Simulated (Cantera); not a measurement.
A closed system holds: 1 mol Si₂Cl₆, 32 mol N₂, held at 24.8 Torr.

Method: chemical equilibrium by Gibbs-energy minimisation in Cantera with the NASA 1993 tables (ideal gas, pure condensed phases). Candidate condensed phases: Si, Si₃N₄; 13 gas species. The feed counts by its element totals alone. N₂ is the only nitrogen source here; it is nearly inert below about 1500 K, so the nitride shown seldom forms there in practice. The tables' values for SiCl₃ are old estimates; treat these amounts as uncertain. The numbers say what is thermodynamically allowed, not how fast it happens.

log p: log10 of the partial pressure in bar; n: condensed amount in mol.

| T (K) | log p N₂ | log p SiCl₄ | log p SiCl₂ | log p SiCl₃ | log p Cl | log p Cl₂ | n Si₃N₄(s) |
|---|---|---|---|---|---|---|---|
| 1073 | -1.50 | -2.83 | -6.61 | -5.32 | -8.69 | -11.45 | 0.166 |
| 1123 | -1.50 | -2.83 | -6.00 | -4.96 | -8.20 | -11.01 | 0.166 |
| 1173 | -1.50 | -2.83 | -5.45 | -4.64 | -7.75 | -10.60 | 0.164 |
| 1223 | -1.50 | -2.84 | -4.94 | -4.34 | -7.34 | -10.23 | 0.161 |
| 1273 | -1.50 | -2.85 | -4.48 | -4.07 | -6.96 | -9.89 | 0.154 |
| 1323 | -1.50 | -2.87 | -4.06 | -3.84 | -6.61 | -9.59 | [?] |
| 1373 | -1.50 | -2.92 | -3.68 | -3.63 | -6.29 | -9.31 | [?] |
| 1423 | -1.51 | -3.00 | -3.35 | -3.48 | -6.01 | -9.08 | [?] |
| 1473 | -1.51 | -3.12 | -3.12 | -3.38 | -5.73 | -8.83 | 0 |
| 1523 | -1.51 | -3.12 | -3.12 | -3.36 | -5.30 | -8.27 | 0 |
| 1573 | -1.51 | -3.13 | -3.13 | -3.34 | -4.91 | -7.75 | 0 |
| 1623 | -1.51 | -3.15 | -3.13 | -3.32 | -4.54 | -7.27 | 0 |

Q: Complete the blanks.

A: 
- 1323, n Si₃N₄(s): 0.140
- 1373, n Si₃N₄(s): 0.112
- 1423, n Si₃N₄(s): 0.0631
